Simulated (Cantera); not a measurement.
**Reactions in the system Ca-Cl-F-O**

Standard-state values (1 bar) from the NASA 1993 polynomials, evaluated with Cantera. Values are per mole of reaction as written; species without (g) are pure solids or liquids, kept so even where they would boil at 1 bar.

2 Cl(g) + CaO → CaCl2 + O(g)

| T (K) | ΔH° (kJ) | ΔS° (J/K) | ΔG° (kJ) | log10 K | condensed phases |
|---|---|---|---|---|---|
| 300 | -154.1 | -102.9 | -123.3 | 21.46 | CaO(s), CaCl2(s) |
| 1450 | -111.8 | -61.0 | -23.4 | 0.84 | CaO(s), CaCl2(l) |
| 1550 | -109.4 | -59.4 | -17.4 | 0.58 | CaO(s), CaCl2(l) |
| 1650 | -107.0 | -57.9 | -11.5 | 0.36 | CaO(s), CaCl2(l) |
| 1750 | -104.7 | -56.5 | -5.8 | 0.17 | CaO(s), CaCl2(l) |
| 1850 | -102.4 | -55.3 | -0.2 | 0.00 | CaO(s), CaCl2(l) |
| 1950 | -100.2 | -54.1 | 5.3 | -0.14 | CaO(s), CaCl2(l) |
| 2050 | -98.0 | -53.0 | 10.6 | -0.27 | CaO(s), CaCl2(l) |
| 2150 | -95.8 | -51.9 | 15.9 | -0.39 | CaO(s), CaCl2(l) |
| 2250 | -93.6 | -51.0 | 21.0 | -0.49 | CaO(s), CaCl2(l) |
| 2350 | -91.5 | -50.0 | 26.1 | -0.58 | CaO(s), CaCl2(l) |
| 2450 | -89.4 | -49.2 | 31.0 | -0.66 | CaO(s), CaCl2(l) |

2 Cl2(g) + 2 CaO → 2 CaCl2 + O2(g)

```csv
T (K),ΔH° (kJ),ΔS° (J/K),ΔG° (kJ),log10 K,condensed phases
300,-321.4,-108.1,-289.0,50.31,"CaO(s), CaCl2(s)"
1450,-228.5,-13.3,-209.3,7.54,"CaO(s), CaCl2(l)"
1550,-223.1,-9.7,-208.2,7.01,"CaO(s), CaCl2(l)"
1650,-217.9,-6.4,-207.4,6.56,"CaO(s), CaCl2(l)"
1750,-212.7,-3.3,-206.9,6.17,"CaO(s), CaCl2(l)"
1850,-207.6,-0.5,-206.7,5.84,"CaO(s), CaCl2(l)"
1950,-202.6,2.1,-206.8,5.54,"CaO(s), CaCl2(l)"
2050,-197.7,4.6,-207.1,5.28,"CaO(s), CaCl2(l)"
2150,-192.9,6.9,-207.7,5.05,"CaO(s), CaCl2(l)"
2250,-188.2,9.0,-208.5,4.84,"CaO(s), CaCl2(l)"
2350,-183.7,11.0,-209.5,4.66,"CaO(s), CaCl2(l)"
2450,-179.2,12.8,-210.7,4.49,"CaO(s), CaCl2(l)"
```

CaF2 → 2 F(g) + Ca(g)

```tsv
T (K)	ΔH° (kJ)	ΔS° (J/K)	ΔG° (kJ)	log10 K	condensed phases
300	1562.5	403.8	1441.3	-250.95	CaF2(s)
1450	1530.7	371.2	992.4	-35.75	CaF2(s)
1550	1524.6	367.2	955.5	-32.20	CaF2(s)
1650	1518.4	363.3	919.0	-29.09	CaF2(s)
1750	1484.0	342.9	883.9	-26.38	CaF2(l)
1850	1480.2	340.8	849.7	-23.99	CaF2(l)
1950	1476.5	338.9	815.7	-21.85	CaF2(l)
2050	1472.8	337.0	781.9	-19.92	CaF2(l)
2150	1469.0	335.2	748.3	-18.18	CaF2(l)
2250	1465.3	333.6	714.9	-16.60	CaF2(l)
2350	1461.7	331.9	681.6	-15.15	CaF2(l)
2450	1458.0	330.4	648.5	-13.83	CaF2(l)
```
